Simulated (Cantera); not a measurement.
What does this Cantera script print?

```python
import numpy as np
import cantera as ct

gas_names = """
    Electron C C+ C- CH CH+ CH2 CH3 CH2OH CH3O CH4 CH3OH CN CN+ CN- CO CO+ CO2 CO2+ COOH C2 C2+ C2- C2H
    CHCO,ketyl C2H2,acetylene C2H2,vinylidene CH2CO,ketene C2H3,vinyl CH3CN CH3CO,acetyl C2H4
    C2H4O,ethylen CH3CHO,ethanal CH3COOH (HCOOH)2 C2H5 C2H6 CH3OCH3 C2H5OH CCN CNC C2N2 C2O C3
    C3H3,propargyl C3H4,allene C3H4,propyne C3H4,cyclo- C3H5,allyl C3H6,propylene C3H6,cyclo- C3H6O
    C3H7,n-propyl C3H7,i-propyl C3H8 C3H8O,1propanol C3H8O,2propanol C3O2 C4 C4H2 C4H4,1,3-cyclo-
    C4H6,butadiene C4H6,2-butyne C4H6,cyclo- C4H8,1-butene C4H8,cis2-buten C4H8,tr2-butene
    C4H8,isobutene C4H8,cyclo- (CH3COOH)2 C4H9,n-butyl C4H9,i-butyl C4H9,s-butyl C4H9,t-butyl
    C4H10,isobutane C4H10,n-butane C4N2 C5 C5H6,1,3cyclo- C5H8,cyclo- C5H10,1-pentene C5H10,cyclo-
    C5H11,pentyl C5H11,t-pentyl C5H12,n-pentane C5H12,i-pentane CH3C(CH3)2CH3 C6H2 C6H5,phenyl
    C6H5O,phenoxy C6H6 C6H5OH,phenol C6H10,cyclo- C6H12,1-hexene C6H12,cyclo- C6H13,n-hexyl C7H7,benzyl
    C7H8 C7H8O,cresol C7H14,1-heptene C7H15,n-heptyl C7H16,n-heptane C8H8,styrene C8H10,ethylbenz
    C8H16,1-octene C8H17,n-octyl C8H18,isooctane C8H18,n-octane C9H19,n-nonyl C10H8,naphthale
    C10H21,n-decyl C12H9,o-bipheny C12H10,bipheny H H+ H- HCN HCO HCO+ HCCN HNC HNCO HNO HNO2 HNO3 HO2
    H2 H2+ H2- HCHO,formaldehy HCOOH H2O H2O+ H2O2 H3O+ N N+ N- NCO NH NH+ NH2 NH3 NH2OH NH4+ NO NO+ NO2
    NO2- NO3 NO3- N2 N2+ N2- N2H2 N2H4 N2O N2O+ O O+ O- OH OH+ OH- O2 O2+ O2- O3
""".split()
cond_names = """
    C(gr) C6H6(L) C7H8(L) C8H18(L),n-octa H2O(s) H2O(L)
""".split()


def load(file, names, dense=False):
    # The tables refer to 1 bar. Condensed volumes are neglected.
    table = {s.name: s for s in ct.Species.list_from_file(file)}
    out = []
    for n in names:
        d = dict(table[n].input_data)
        d["thermo"] = dict(d["thermo"], **{"reference-pressure": 1e5})
        if dense:
            d["equation-of-state"] = {"model": "constant-volume", "density": "1e6 g/cm^3"}
        out.append(ct.Species.from_dict(d))
    return out


gas = ct.Solution(thermo="ideal-gas", species=load("nasa_gas.yaml", gas_names))
cond = {s.name: ct.Solution(thermo="fixed-stoichiometry", species=[s], name=s.name)
        for s in load("nasa_condensed.yaml", cond_names, dense=True)}
atoms = {
    'n-butane': {'C': 4, 'H': 10},
    'CO2': {'C': 1, 'O': 2},
    'N2': {'N': 2},
}
top_T = {'C(gr)': 4500}  # K; cautious upper limits of use, not melting points


def equilibrate(T, P, feed):
    n = {}
    for name, mol in feed.items():
        for a, k in atoms[name].items():
            n[a] = n.get(a, 0.0) + k * mol
    gas.TPX = T, P, n
    mass = sum(n.values()) * gas.mean_molecular_weight
    gas.equilibrate("TP")
    valid = [c for c in cond.values() if c.min_temp <= T <= top_T.get(c.name, c.max_temp)]
    mix = ct.Mixture([(gas, mass / gas.mean_molecular_weight)] + [(c, 0.0) for c in valid])
    mix.T, mix.P = T, P
    mix.equilibrate("TP", solver="vcs", rtol=1e-11, max_steps=5000)
    return mix


results = []
feed = {'n-butane': 1, 'CO2': 1, 'N2': 6.5}  # mol
P = 101325  # Pa
for T in [2500, 3000, 3500, 4000, 4500, 5000]:
    mix = equilibrate(T, P, feed)
    results.append((T, P, feed, dict(zip(mix.species_names, mix.species_moles))))

top = {s: max(r[3][s] / sum(r[3][g] for g in gas_names) for r in results) for s in gas_names}
cols = sorted((s for s in top if top[s] > 1e-06), key=lambda s: -top[s])[:5]
seen = [c for c in cond_names if any(r[3].get(c, 0) > 1e-12 for r in results)]
print("log10 of partial pressures in bar; condensed amounts in mol")
print(f"{'T/K':>10s}" + "".join(f"{s[:9]:>10s}" for s in cols + seen))
for T, P, feed, n in results:
    ng = sum(n[g] for g in gas_names)
    print(f"{T:10.4g}" + "".join(f"{np.log10(max(n[s] / ng * P / 1e5, 1e-99)):10.3f}" for s in cols)
          + "".join(f"{n.get(c, 0):10.4g}" for c in seen))
```

It prints:

```
log10 of partial pressures in bar; condensed amounts in mol
       T/K         H        N2        H2        CO         C     C(gr)
      2500    -1.830    -0.329    -0.462    -0.827    -6.779     2.469
      3000    -1.092    -0.370    -0.581    -0.842    -4.295     1.334
      3500    -0.646    -0.434    -0.834    -0.888    -2.678         0
      4000    -0.407    -0.485    -1.219    -0.951    -1.790         0
      4500    -0.337    -0.522    -1.751    -0.993    -1.269         0
      5000    -0.328    -0.543    -2.273    -1.015    -1.036         0
```

These are equilibrium values from Cantera (NASA tables, ideal gas, pure condensed phases), not measurements of a reactor.
